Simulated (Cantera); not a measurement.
Feed: 1 mol CH3Cl, 0.22 mol HCl, held at 925 K and 0.00140 bar.

These are equilibrium values from Cantera (NASA tables, ideal gas, pure condensed phases), not measurements of a reactor. Candidate condensed phases: C, C6H6, C7H8, C8H18; 91 gas species. Rates play no part.

Base state: HCl 0.550, H2 0.450, CH4 6.44e-5 (mole fractions); condensed: C(graphite).

### Question
What changes in the equilibrium state with this change: temperature from 925 K to 2873 K?

### Answer
| species | before | after |
|---|---|---|
| H | 4.67e-9 | 0.602 |
| Cl | 5.49e-9 | 0.249 |
| C3 | <1e-9 | 0.0541 |
| HCl | 0.550 | 0.0276 |
| H2 | 0.450 | 0.0459 |
| C | <1e-9 | 0.0102 |
| C2 | <1e-9 | 0.00536 |
| C2H | <1e-9 | 0.00362 |
| C(graphite), mol | 1.000 | 0.124 |
